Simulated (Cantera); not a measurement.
Input: 1 mol CuO, 14 mol CO, equilibrated at 7.50 Torr.

These are equilibrium values from Cantera (NASA tables, ideal gas, pure condensed phases), not measurements of a reactor. Candidate condensed phases: C, Cu, CuO, Cu₂O; 15 gas species. Equilibrium is a limit: real reactors are often held back by kinetics, nucleation or transport.

x: gas mole fraction; n: condensed amount in mol.

| T (°C) | x CO | x CO₂ | x Cu | x O | n Cu(s) | n Cu(l) |
|---|---|---|---|---|---|---|
| 702 | 0.929 | 0.0714 | 5.58e-10 | <1e-12 | 1.00 | 0 |
| 902 | 0.929 | 0.0714 | 6.05e-7 | <1e-12 | 1.000 | 0 |
| 1102 | 0.928 | 0.0714 | 8.23e-5 | (withheld) | 0 | 0.999 |
| 1302 | 0.926 | 0.0712 | 0.00273 | (withheld) | 0 | 0.962 |
| 1502 | 0.891 | 0.0685 | 0.0404 | (withheld) | 0 | 0.409 |
| 1702 | 0.867 | 0.0667 | 0.0666 | (withheld) | 0 | 0 |
| 1902 | 0.867 | 0.0665 | 0.0666 | (withheld) | 0 | 0 |
| 2102 | 0.867 | 0.0652 | 0.0666 | (withheld) | 0 | 0 |

Fill in the missing entries.


- 1102, x O: 3.10e-12
- 1302, x O: 1.18e-9
- 1502, x O: 1.17e-7
- 1702, x O: 4.54e-6
- 1902, x O: 8.95e-5
- 2102, x O: 0.00104
